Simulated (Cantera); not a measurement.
Charge: 1 mol Pb, 0.55 mol O₂, 6 mol N₂, held at 1050 K and 0.00280 bar.

Equilibrium computed with Cantera from the NASA thermochemical tables; the gas is ideal and each condensed phase is pure. Candidate condensed phases: Pb, PbO, PbO₂, Pb₃O₄; 12 gas species. Kinetics and transport are ignored.

Base state: N₂ 0.991, O₂ 0.00826, PbO 0.000529, NO 1.17e-5 (mole fractions); condensed: PbO(yellow).

Q: What changes in the equilibrium state with this change: 0.07 mol NH₃ added?

A: 
```json
[
 {"species": "N₂", "before": "0.991", "after": "0.982"},
 {"species": "H₂O", "before": "0", "after": "0.0171"},
 {"species": "Pb", "before": "7.13e-6", "after": "0.000814"},
 {"species": "O₂", "before": "0.00826", "after": "6.33e-7"},
 {"species": "NO", "before": "1.17e-5", "after": "1.02e-7"},
 {"species": "PbO", "before": "0.000529", "after": "0.000529"},
 {"species": "PbO(yellow), mol", "before": "0.997", "after": "0.992"}
]
```
Further candidate phases: H₂O.
